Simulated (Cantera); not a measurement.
Charge: 1 mol V₂O₅, 430 mol H₂, 1.3 mol H₂O, at 2123.15 K and 0.100 bar.

These are equilibrium values from Cantera (NASA tables, ideal gas, pure condensed phases), not measurements of a reactor. Candidate condensed phases: H₂O, V, VO, V₂O₃, V₂O₄, V₂O₅; 12 gas species. VO: taken at fixed stoichiometry. Kinetics and transport are ignored.

Base state: H₂ 0.979, H 0.0112, H₂O 0.00974, VO₂ 0.000169, VO 0.000106, OH 1.38e-5 (mole fractions); condensed: VO(l).

**Question.** What changes in the equilibrium state with this change: pressure from 0.100 bar to 1 atm?

**Answer.** 
```tsv
species	before	after
H₂	0.979	0.986
H₂O	0.00974	0.00993
H	0.0112	0.00354
VO₂	0.000169	1.68e-5
VO	0.000106	1.05e-5
OH	1.38e-5	4.41e-6
VO(l), mol	1.88	1.99
```
